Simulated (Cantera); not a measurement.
Predominance diagram of Pb at 875 K against the partial pressures of S2 and F2 (log10, bar). Standard-state values (1 bar) from the NASA 1993 polynomials, evaluated with Cantera. Candidates: Pb(l), PbF2(s), PbS(s). Only these pure phases compete in this equilibrium. 

**Question.** Which phase is stable at these pairs, and which metal-bearing vapour leads over it? (-3.1, -38); (-18.4, -38); (-16.9, -28.2); (-15.3, -28.2); (-4.6, -31.5); (-6.1, -31.5); (-21.5, -34.8)

**Answer.** 
| log p(S2) | log p(F2) | phase | chief vapour | log p (bar) |
|---|---|---|---|---|
| -3.1 | -38 | PbS(s) | PbS | -5.7 |
| -18.4 | -38 | Pb(l) | Pb | -6.2 |
| -16.9 | -28.2 | PbF2(s) | PbF4 | -0.5 |
| -15.3 | -28.2 | PbF2(s) | PbF4 | -0.5 |
| -4.6 | -31.5 | PbS(s) | PbF4 | -5.4 |
| -6.1 | -31.5 | PbS(s) | PbF4 | -4.6 |
| -21.5 | -34.8 | Pb(l) | Pb | -6.2 |
